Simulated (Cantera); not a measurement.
A Cantera script and its output.

```python
import numpy as np
import cantera as ct

gas = ct.Solution("gri30.yaml")
gas.TPX = 523, 100000, {'CH4': 1, 'O2': 2.78, 'N2': 11.4, 'CO2': 1.2}
inlet = ct.Reservoir(gas, clone=True)
gas.equilibrate("HP")  # start burning
reactor = ct.IdealGasConstPressureReactor(gas, energy="on", clone=False)
exhaust = ct.Reservoir(gas, clone=True)
tau = [0.13, 0.044, 0.015, 0.0052, 0.0018, 0.00061, 0.00021, 7.1e-05, 2.4e-05, 8.3e-06][0]
for a, b in ((inlet, reactor), (reactor, exhaust)):
    ct.MassFlowController(a, b, mdot=lambda t: reactor.mass / tau)
net = ct.ReactorNet([reactor])
show = ['CH4', 'O2', 'CH2O', 'CH3', 'C2H6', 'NO2', 'N2O']

rows = []
print(f"{'tau/s':>10s}{'T/K':>9s}" + "".join(f"{s:>11s}" for s in show))
for tau in [0.13, 0.044, 0.015, 0.0052, 0.0018, 0.00061, 0.00021, 7.1e-05, 2.4e-05, 8.3e-06]:
    net.initial_time = 0.0
    net.advance(30 * tau)
    before = gas.X
    net.advance(40 * tau)
    drift = np.max(np.abs(gas.X - before) / (gas.X + 1e-9))
    rows.append([gas.T, *gas[show].X, drift])
    print(f"{tau:10.3e}{gas.T:9.1f}" + "".join(f"{x:11.3e}" for x in gas[show].X))
```

Output:

```
     tau/s      T/K        CH4         O2       CH2O        CH3       C2H6        NO2        N2O
 1.300e-01   1814.6  8.283e-06  4.772e-02  9.998e-07  2.085e-06  1.129e-10  3.142e-08  3.180e-07
 4.400e-02   1805.5  1.680e-05  4.800e-02  2.122e-06  3.992e-06  3.192e-10  2.323e-08  4.176e-07
 1.500e-02   1789.3  3.388e-05  4.860e-02  4.387e-06  7.359e-06  8.344e-10  1.604e-08  4.437e-07
 5.200e-03   1762.0  6.929e-05  4.972e-02  8.901e-06  1.338e-05  2.214e-09  1.075e-08  3.963e-07
 1.800e-03   1718.8  1.507e-04  5.170e-02  1.836e-05  2.518e-05  6.912e-09  7.297e-09  3.232e-07
 6.100e-04   1652.9  3.812e-04  5.525e-02  4.156e-05  5.319e-05  3.300e-08  4.678e-09  2.501e-07
 2.100e-04   1534.5  1.655e-03  6.483e-02  1.413e-04  1.767e-04  8.112e-07  2.259e-09  1.521e-07
 7.100e-05    523.0  6.105e-02  1.697e-01 -1.229e-16 -5.277e-18 -6.699e-17 -3.655e-20 -1.486e-20
 2.400e-05    523.0  6.105e-02  1.697e-01  5.906e-20  3.764e-21  3.219e-20  1.756e-23  7.141e-24
 8.300e-06    523.0  6.105e-02  1.697e-01  3.399e-21  6.168e-22  1.853e-21  1.011e-24  4.110e-25
```

Cantera simulation using GRI-Mech 3.0 (53 species, 325 reactions); the numbers are that mechanism's predictions, not measurements.
